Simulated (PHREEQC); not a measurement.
A made-up water analysis in mmol/kgw, 85 °C, pH 3.14, pe 8.4:

```csv
constituent,mmol/kgw
Na,0.89
K,0.00209
Ca,1.64
Mg,1.21
Cl,0.599
S(6),4.72
Ni,0.0644
Li,0.0171
N(5),0.00468
Cu(2),0.00655
Al,0.886
```

Valence states are taken as typed.

Equilibrium calculation in PHREEQC: ion-association model, wateq4f.dat.

```
quantity                    before     after
------------------------  --------  --------
ionic strength (mol/kgw)    0.0115    0.0135
SO4-2 (mol/kgw)            0.00248   0.00176
Mg+2 (mol/kgw)            0.000669  0.000788
AlSO4+ (mol/kgw)          0.000632   0.00170
HSO4- (mol/kgw)           0.000577  0.000398
MgSO4 (mol/kgw)           0.000541  0.000422
SI of Boehmite (AlOOH)       +0.08     +0.67
SI of Gibbsite (Al(OH)3)     -0.11     +0.48
```

Problem. Which change was made?
A. Na from 0.89 to 1.78 mmol/kgw
B. Al from 0.886 to 2.66 mmol/kgw
C. temperature from 85 to 10 °C at the same typed pH

Solution. B, Al from 0.886 to 2.66 mmol/kgw

Precipitation was switched off in this run. Some of these states are supersaturated (in Boehmite (slow to form), Gibbsite (slow to form), for instance). Away from 25 °C the constants follow the database's enthalpies or fits; those with neither stay at their 25 °C values.
